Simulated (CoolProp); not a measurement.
Vapour-liquid equilibrium of R22 (1) + c-C4F8 (RC318) (2) at 324 kPa; x and y are mole fractions of (1).

Model: multi-fluid Helmholtz-energy mixture model, Kamei 1995 and Platzer 1990; pair parameters Bell 2016, in CoolProp. This equation is an older, rougher fit; its heat capacities, sound speeds and derivatives of the liquid may be far off and weren't checked against measurements.

Problem. Give the bubble temperature and the first vapour's composition at x = 0.125, 0.2, 0.575. Is there an azeotrope?

Solution. x = 0.125: 18.8 °C, y = 0.308; x = 0.2: 12.6 °C, y = 0.494; x = 0.575: -7.8 °C, y = 0.866. No azeotrope shows between x = 0.05 and 0.95.

The pair parameters rest on a limited set of measurements; away from them the model extrapolates. The gap from Raoult's law changes sign with composition, which may be real or a fault of the pair parameters; it wasn't checked against measurements.
